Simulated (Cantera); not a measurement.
# Thermodynamics of metals in furnace atmospheres, feed Ti + CO2 + CO

A closed system holds: 1 mol Ti, 16 mol CO2, 0.83 mol CO, equilibrated at 1850 K.

These are equilibrium values from Cantera (NASA tables, ideal gas, pure condensed phases), not measurements of a reactor. Candidate condensed phases: C, Ti, TiC, TiO, TiO2, Ti2O3, Ti3O5, Ti4O7; 15 gas species. Rates play no part.

```csv
P (Pa),x CO2,x CO,x O2,x O,x TiO2,n TiO2(rutile)
10,0.778,0.202,0.0172,0.00253,0.000111,0.998
41,0.814,0.179,0.00582,0.000726,2.71e-5,1.000
160,0.827,0.171,0.00169,0.000198,6.94e-6,1.000
670,0.831,0.169,0.000418,4.82e-5,1.66e-6,1.000
2700,0.832,0.168,0.000105,1.20e-5,4.12e-7,1.000
11000,0.832,0.168,2.58e-5,2.95e-6,1.01e-7,1.000
45000,0.832,0.168,6.30e-6,7.22e-7,2.47e-8,1.00
180000,0.832,0.168,1.58e-6,1.80e-7,6.17e-9,1.00
740000,0.832,0.168,3.83e-7,4.39e-8,1.50e-9,1.00
3000000,0.832,0.168,9.45e-8,1.08e-8,3.70e-10,1.00
```
x: gas mole fraction; n: condensed amount in mol.

From 10.0 Pa to 30.0 bar the condensed part is TiO2(rutile).
